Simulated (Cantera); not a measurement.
What does this Cantera script print?

```python
import numpy as np
import cantera as ct

gas_names = """
    H HO2 H2 H2O H2O2 O OH O2 O3 Si SiH SiH2 SiH3 SiH4 SiO SiO2 Si2 Si3
""".split()
cond_names = """
    H2O(s) H2O(L) Si(cr) Si(L) SiO2(Lqz) SiO2(hqz) SiO2(L)
""".split()


# ... load() reads the species with a 1 bar reference pressure and builds the phases ...
atoms = {
    'Si': {'Si': 1},
    'O2': {'O': 2},
    'H2': {'H': 2},
    'H2O': {'H': 2, 'O': 1},
}
top_T = {}  # K; cautious upper limits of use, not melting points


# ... equilibrate(T, P, feed) seeds the gas with the atoms and calls Mixture.equilibrate('TP', solver="vcs", rtol=1e-11, max_steps=5000) ...
results = []
T = 2023.15  # K
P = 100000  # Pa
for m in [0.055, 0.078, 0.11, 0.15, 0.22, 0.31, 0.43, 0.61, 0.87, 1.2, 1.7]:
    feed = {'Si': 1, 'O2': m, 'H2': 20, 'H2O': 1.5}  # mol
    mix = equilibrate(T, P, feed)
    results.append((T, P, feed, dict(zip(mix.species_names, mix.species_moles))))

top = {s: max(r[3][s] / sum(r[3][g] for g in gas_names) for r in results) for s in gas_names}
cols = sorted((s for s in top if top[s] > 0.0001), key=lambda s: -top[s])[:9]
seen = [c for c in cond_names if any(r[3].get(c, 0) > 1e-12 for r in results)]
print("log10 of partial pressures in bar; condensed amounts in mol")
print(f"{'n(O2)':>10s}" + "".join(f"{s[:9]:>10s}" for s in cols + seen))
for T, P, feed, n in results:
    ng = sum(n[g] for g in gas_names)
    print(f"{feed['O2']:10.4g}" + "".join(f"{np.log10(max(n[s] / ng * P / 1e5, 1e-99)):10.3f}" for s in cols)
          + "".join(f"{n.get(c, 0):10.4g}" for c in seen))
```

Output:

```
log10 of partial pressures in bar; condensed amounts in mol
     n(O2)        H2       H2O       SiO         H   SiO2(L)
     0.055    -0.013    -2.347    -1.653    -2.727    0.5109
     0.078    -0.012    -2.312    -1.688    -2.727    0.5488
      0.11    -0.011    -2.260    -1.738    -2.727    0.5996
      0.15    -0.011    -2.191    -1.807    -2.726    0.6591
      0.22    -0.010    -2.058    -1.939    -2.726    0.7495
      0.31    -0.010    -1.880    -2.117    -2.726    0.8343
      0.43    -0.012    -1.671    -2.329    -2.727    0.8986
      0.61    -0.018    -1.443    -2.563    -2.730     0.941
      0.87    -0.028    -1.228    -2.787    -2.735    0.9648
       1.2    -0.042    -1.050    -2.980    -2.742    0.9774
       1.7    -0.064    -0.869    -3.183    -2.753    0.9859
```

These are equilibrium values from Cantera (NASA tables, ideal gas, pure condensed phases), not measurements of a reactor. The tables hold silica as quartz up to 1696 K and as liquid above; real silica turns to tridymite and cristobalite and melts near 1996 K. Gases not in the tables: Si(OH)4.
